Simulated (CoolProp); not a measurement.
Vapour-liquid equilibrium of CH2F2 (R32) (1) + fluoroethane (R161) (2) at 172.8 K; x and y are mole fractions of (1).

Computed with CoolProp (multi-fluid Helmholtz-energy mixture model, Tillner-Roth 1997 and Wu 2012; pair parameters Bell 2016).

```json
[
 {"x": "0.05", "bubble pressure (MPa)": "0.001802", "y at the bubble point": "0.153", "dew pressure at overall composition x (MPa)": "0.001664", "liquid density (mol/L)": "19.00"},
 {"x": "0.15", "bubble pressure (MPa)": "0.002131", "y at the bubble point": "0.352", "dew pressure at overall composition x (MPa)": "0.001798", "liquid density (mol/L)": "19.52"},
 {"x": "0.25", "bubble pressure (MPa)": "0.002398", "y at the bubble point": "0.482", "dew pressure at overall composition x (MPa)": "0.001951", "liquid density (mol/L)": "20.07"},
 {"x": "0.35", "bubble pressure (MPa)": "0.002625", "y at the bubble point": "0.578", "dew pressure at overall composition x (MPa)": "0.002127", "liquid density (mol/L)": "20.66"},
 {"x": "0.45", "bubble pressure (MPa)": "0.002824", "y at the bubble point": "0.656", "dew pressure at overall composition x (MPa)": "0.002329", "liquid density (mol/L)": "21.29"},
 {"x": "0.55", "bubble pressure (MPa)": "0.003004", "y at the bubble point": "0.725", "dew pressure at overall composition x (MPa)": "0.002557", "liquid density (mol/L)": "21.96"},
 {"x": "0.65", "bubble pressure (MPa)": "0.003172", "y at the bubble point": "0.788", "dew pressure at overall composition x (MPa)": "0.002807", "liquid density (mol/L)": "22.68"},
 {"x": "0.75", "bubble pressure (MPa)": "0.003330", "y at the bubble point": "0.849", "dew pressure at overall composition x (MPa)": "0.003070", "liquid density (mol/L)": "23.47"},
 {"x": "0.85", "bubble pressure (MPa)": "0.003481", "y at the bubble point": "0.909", "dew pressure at overall composition x (MPa)": "0.003333", "liquid density (mol/L)": "24.32"},
 {"x": "0.95", "bubble pressure (MPa)": "0.003625", "y at the bubble point": "0.969", "dew pressure at overall composition x (MPa)": "0.003581", "liquid density (mol/L)": "25.25"}
]
```

No azeotrope shows between x = 0.05 and 0.95.

Pair parameters are fitted to limited data, so mixtures are less certain than the pure fluids.
